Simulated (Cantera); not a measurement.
Input (Python, Cantera) and output of one run.

```python
import numpy as np
import cantera as ct

gas_names = """
    C CH CH2 CH3 CH4 CN C2 C2H C2H2,acetylene C2H2,vinylidene C2H3,vinyl CH3CN C2H4 C2H5 C2H6 CCN CNC
    C2N2 C3 C3H3,propargyl C3H4,allene C3H4,propyne C3H4,cyclo- C3H5,allyl C3H6,propylene C3H6,cyclo-
    C3H7,n-propyl C3H7,i-propyl C3H8 C4 C4H2 C4H4,1,3-cyclo- C4H6,butadiene C4H6,2-butyne C4H6,cyclo-
    C4H8,1-butene C4H8,cis2-buten C4H8,tr2-butene C4H8,isobutene C4H8,cyclo- C4H9,n-butyl C4H9,i-butyl
    C4H9,s-butyl C4H9,t-butyl C4H10,isobutane C4H10,n-butane C4N2 C5 C5H6,1,3cyclo- C5H8,cyclo-
    C5H10,1-pentene C5H10,cyclo- C5H11,pentyl C5H11,t-pentyl C5H12,n-pentane C5H12,i-pentane
    CH3C(CH3)2CH3 C6H2 C6H5,phenyl C6H6 C6H10,cyclo- C6H12,1-hexene C6H12,cyclo- C6H13,n-hexyl
    C7H7,benzyl C7H8 C7H14,1-heptene C7H15,n-heptyl C7H16,n-heptane C8H8,styrene C8H10,ethylbenz
    C8H16,1-octene C8H17,n-octyl C8H18,isooctane C8H18,n-octane C9H19,n-nonyl C10H8,naphthale
    C10H21,n-decyl C12H9,o-bipheny C12H10,bipheny H HCN HCCN HNC H2 N NH NH2 NH3 N2 N2H2 N2H4 Si SiC
    SiC2 SiC4H12 SiH SiH2 SiH3 SiH4 SiN Si2 Si2C Si2N Si3
""".split()
cond_names = """
    C(gr) C6H6(L) C7H8(L) C8H18(L),n-octa Si(cr) Si(L) SiC(b) Si3N4(a)
""".split()


def load(file, names, dense=False):
    # The tables refer to 1 bar. Condensed volumes are neglected.
    table = {s.name: s for s in ct.Species.list_from_file(file)}
    out = []
    for n in names:
        d = dict(table[n].input_data)
        d["thermo"] = dict(d["thermo"], **{"reference-pressure": 1e5})
        if dense:
            d["equation-of-state"] = {"model": "constant-volume", "density": "1e6 g/cm^3"}
        out.append(ct.Species.from_dict(d))
    return out


gas = ct.Solution(thermo="ideal-gas", species=load("nasa_gas.yaml", gas_names))
cond = {s.name: ct.Solution(thermo="fixed-stoichiometry", species=[s], name=s.name)
        for s in load("nasa_condensed.yaml", cond_names, dense=True)}
atoms = {
    'Si3N4': {'Si': 3, 'N': 4},
    'H2': {'H': 2},
    'C': {'C': 1},
}
top_T = {'C(gr)': 4500, 'SiC(b)': 3050, 'Si3N4(a)': 2400}  # K; cautious upper limits of use, not melting points


def equilibrate(T, P, feed):
    n = {}
    for name, mol in feed.items():
        for a, k in atoms[name].items():
            n[a] = n.get(a, 0.0) + k * mol
    gas.TPX = T, P, n
    mass = sum(n.values()) * gas.mean_molecular_weight
    gas.equilibrate("TP")
    valid = [c for c in cond.values() if c.min_temp <= T <= top_T.get(c.name, c.max_temp)]
    mix = ct.Mixture([(gas, mass / gas.mean_molecular_weight)] + [(c, 0.0) for c in valid])
    mix.T, mix.P = T, P
    mix.equilibrate("TP", solver="vcs", rtol=1e-11, max_steps=5000)
    return mix


results = []
feed = {'Si3N4': 1, 'H2': 0.17, 'C': 0.45}  # mol
P = 1000  # Pa
for T in [1650, 1750, 1850, 1950, 2050, 2150, 2250, 2350, 2450, 2550, 2650, 2750, 2850]:
    mix = equilibrate(T, P, feed)
    results.append((T, P, feed, dict(zip(mix.species_names, mix.species_moles))))

top = {s: max(r[3][s] / sum(r[3][g] for g in gas_names) for r in results) for s in gas_names}
cols = sorted((s for s in top if top[s] > 0.001), key=lambda s: -top[s])[:7]
seen = [c for c in cond_names if any(r[3].get(c, 0) > 1e-12 for r in results)]
print("log10 of partial pressures in bar; condensed amounts in mol")
print(f"{'T/K':>10s}" + "".join(f"{s[:9]:>10s}" for s in cols + seen))
for T, P, feed, n in results:
    ng = sum(n[g] for g in gas_names)
    print(f"{T:10.4g}" + "".join(f"{np.log10(max(n[s] / ng * P / 1e5, 1e-99)):10.3f}" for s in cols)
          + "".join(f"{n.get(c, 0):10.4g}" for c in seen))
```

It prints:

```
log10 of partial pressures in bar; condensed amounts in mol
       T/K        N2        Si        H2      Si2C         H      SiC2       Si2     Si(L)    SiC(b)  Si3N4(a)
      1650    -2.195    -7.216    -2.442    -9.571    -5.263   -11.993   -10.333         0      0.45      0.85
      1750    -2.195    -5.973    -2.443    -8.066    -4.855   -11.082    -8.409         0      0.45      0.85
      1850    -2.036    -5.191    -3.111    -7.052    -4.824    -9.947    -7.346     2.548    0.4498         0
      1950    -2.037    -4.623    -3.117    -6.280    -4.499    -8.797    -6.661     2.544    0.4496         0
      2050    -2.041    -4.112    -3.130    -5.585    -4.209    -7.762    -6.045     2.531    0.4487         0
      2150    -2.049    -3.649    -3.155    -4.957    -3.953    -6.825    -5.488     2.493     0.446         0
      2250    -2.070    -3.227    -3.205    -4.387    -3.732    -5.974    -4.981      2.39    0.4372         0
      2350    -2.122    -2.842    -3.308    -3.867    -3.558    -5.196    -4.519     2.105    0.4063         0
      2450    -2.258    -2.489    -3.545    -3.391    -3.470    -4.485    -4.096     1.149    0.2727         0
      2550    -2.393    -2.345    -3.846    -3.225    -3.429    -3.830    -4.068         0         0         0
      2650    -2.406    -2.320    -4.032    -3.431    -3.345    -3.617    -4.260         0         0         0
      2750    -2.416    -2.304    -4.249    -3.678    -3.289    -3.512    -4.451         0         0         0
      2850    -2.423    -2.295    -4.485    -3.944    -3.254    -3.468    -4.641         0         0         0
```

Cantera equilibrium calculation (NASA polynomials, part measured and part estimated; ideal gas, pure solids and liquids). Mutual solubility and eutectic melting of coexisting phases are not modelled. The tables' values for SiN are old estimates; treat these amounts as uncertain. Gases not in the tables: Si2H6 and higher silanes.
